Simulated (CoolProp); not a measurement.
Dodecamethylcyclohexasiloxane (D6) at 485.95 K and 0.0198 MPa is compressed adiabatically to 0.0627 MPa with isentropic efficiency 0.75. Each further row changes one setting.

Computed with CoolProp (reference Helmholtz-energy equation of state, Colonna 2008). It is a short technical equation, of lower accuracy than the large ones.

| case | work (kJ/kg) | final phase | final density (kg/m³) |
|---|---|---|---|
| as stated | 13.4 | two-phase, vapour fraction 0.949 | 7.60 |
| efficiency 1 | 10.1 | two-phase, vapour fraction 0.917 | 7.87 |
| efficiency 0.65 | 15.5 | two-phase, vapour fraction 0.969 | 7.45 |
